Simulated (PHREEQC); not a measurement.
A solution holds 0.004 mol/kgw NaOH and 0.00075 mol/kgw H3BO3, at 15 °C. Closed to the air; pH follows from the charge balance.

Model: ion-association model, wateq4f.dat, run in PHREEQC.

```tsv
quantity	before	after
pH	11.83	6.22
ionic strength (mol/kgw)	0.00400	6.02e-7
```

**Question.** What was changed between the two runs?
(A) NaOH left out
(B) H3BO3 left out
(C) H3BO3 from 0.00075 to 0.000825 mol/kgw
(D) H3BO3 from 0.00075 to 0.000375 mol/kgw
(E) diluted 100-fold with water

**Answer.** A, NaOH left out

Precipitation was switched off in this run.
